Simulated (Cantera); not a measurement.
A perfectly stirred reactor is fed with CH4 : H2 = 0.036 : 1 (molar parts), at 0.200 bar; it is held at 1423 K, and followed from long to short residence time.

Computed with Cantera and GRI-Mech 3.0 (53 species, 325 reactions). GRI-Mech 3.0 stops at C3 and has no aromatics, soot or wall deposition, so with more carbon than oxygen in the feed, carbon stays in small species such as C2H2 where larger ones or solid carbon would form.

Question: What does this change do: temperature 1423 to 2923 K?

Answer: 
```
quantity                  before     after
----------------------  --------  --------
x(CH4) at τ = 10.0 s      0.0320   5.70e-6
x(H2) at τ = 10.0 s        0.967     0.744
x(C2H2) at τ = 10.0 s    0.00118    0.0140
x(C2H4) at τ = 10.0 s   0.000157   4.20e-7
x(C2H) at τ = 10.0 s    1.90e-11  0.000693
x(CH4) at τ = 0.240 s     0.0347   6.54e-6
x(H2) at τ = 0.240 s       0.965     0.746
x(C2H2) at τ = 0.240 s   2.62e-5    0.0140
x(C2H4) at τ = 0.240 s   1.47e-5   4.28e-7
x(C2H) at τ = 0.240 s     <1e-12  0.000687
```
